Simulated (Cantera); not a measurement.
A Cantera script and its output.

```python
import numpy as np
import cantera as ct

gas = ct.Solution("gri30.yaml")
gas.TPX = 1398, 2666, {'N2O': 1}
inlet = ct.Reservoir(gas, clone=True)

reactor = ct.IdealGasConstPressureReactor(gas, energy="off", clone=False)
exhaust = ct.Reservoir(gas, clone=True)
tau = [16, 3.8, 0.9, 0.21, 0.051, 0.012, 0.0029, 0.00069][0]
for a, b in ((inlet, reactor), (reactor, exhaust)):
    ct.MassFlowController(a, b, mdot=lambda t: reactor.mass / tau)
net = ct.ReactorNet([reactor])
show = ['N2O', 'NO', 'O2', 'NO2', 'O']

rows = []
print(f"{'tau/s':>10s}{'T/K':>9s}" + "".join(f"{s:>11s}" for s in show))
for tau in [16, 3.8, 0.9, 0.21, 0.051, 0.012, 0.0029, 0.00069]:
    net.initial_time = 0.0
    net.advance(30 * tau)
    before = gas.X
    net.advance(40 * tau)
    drift = np.max(np.abs(gas.X - before) / (gas.X + 1e-9))
    rows.append([gas.T, *gas[show].X, drift])
    print(f"{tau:10.3e}{gas.T:9.1f}" + "".join(f"{x:11.3e}" for x in gas[show].X))
```

It prints:

```
     tau/s      T/K        N2O         NO         O2        NO2          O
 1.600e+01   1398.0  9.505e-02  1.148e-01  2.442e-01  4.104e-05  2.363e-05
 3.800e+00   1398.0  3.022e-01  9.051e-02  1.873e-01  2.850e-05  2.465e-05
 9.000e-01   1398.0  6.452e-01  4.627e-02  9.509e-02  1.163e-05  2.492e-05
 2.100e-01   1398.0  8.862e-01  1.486e-02  3.049e-02  2.796e-06  2.497e-05
 5.100e-02   1398.0  9.698e-01  3.946e-03  8.091e-03  4.647e-07  2.494e-05
 1.200e-02   1398.0  9.927e-01  9.432e-04  1.934e-03  4.455e-08  2.475e-05
 2.900e-03   1398.0  9.983e-01  2.222e-04  4.555e-04  2.964e-09  2.399e-05
 6.900e-04   1398.0  9.996e-01  4.685e-05  9.605e-05  1.386e-10  2.124e-05
```

Model: GRI-Mech 3.0 (53 species, 325 reactions), integrated in Cantera. GRI-Mech 3.0 was tuned for natural gas; its chemistry of N2O as a main component is partial and can be far from experiment. Radical loss at walls, strong at low pressure, is not modelled. The mechanism lacks the step 2 NO + O2 → 2 NO2, which can matter for NO2 below about 1400 K. The temperature is held fixed by assumption; the heat of reaction is taken as removed at once.
